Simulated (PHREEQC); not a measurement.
Make-up at 20 °C: 0.092 mol CuCl2, 0.017 mol HCl and 4.2e-05 mol FeCl3 per kg of water. Closed to the air; pH follows from the charge balance.

Model: ion-association model, phreeqc.dat, run in PHREEQC.

```json
[
 {"quantity": "pH", "before": "1.87", "after": "2.54"},
 {"quantity": "ionic strength (mol/kgw)", "before": "0.272", "after": "0.0572"},
 {"quantity": "Cu+2 (mol/kgw)", "before": "0.0818", "after": "0.0177"},
 {"quantity": "CuCl+ (mol/kgw)", "before": "0.00981", "after": "0.000686"},
 {"quantity": "CuCl2 (mol/kgw)", "before": "0.000432", "after": "8.88e-6"},
 {"quantity": "SI of Goethite (FeOOH)", "before": "+0.65", "after": "+2.35"},
 {"quantity": "SI of Hematite (Fe2O3)", "before": "+3.28", "after": "+6.68"}
]
```

**Question.** Which change was made?
A) FeCl3 from 4.2e-05 to 3.78e-05 mol/kgw
B) temperature from 20 to 5 °C
C) temperature from 20 to 65 °C
D) diluted 5-fold with water
E) CuCl2 from 0.092 to 0.138 mol/kgw

**Answer.** D, diluted 5-fold with water

Precipitation was switched off in this run. Some of these states are supersaturated (in Hematite (slow to form), Goethite (slow to form), for instance).
